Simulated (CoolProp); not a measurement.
Vapour-liquid equilibrium of isohexane (1) + n-hexane (2) at 378.5 K; x and y are mole fractions of (1).

The numbers come from the multi-fluid Helmholtz-energy mixture model, Lemmon 2006 and Thol 2019; pair parameters Bell 2016 in CoolProp.

### Question
Give the bubble pressure and the first vapour's composition at x = 0.05, 0.35, 0.5. Is there an azeotrope?

### Answer
x = 0.05: 0.2858 MPa, y = 0.061; x = 0.35: 0.3080 MPa, y = 0.397; x = 0.5: 0.3186 MPa, y = 0.549. No azeotrope shows between x = 0.05 and 0.95.

The pair parameters rest on a limited set of measurements; away from them the model extrapolates.
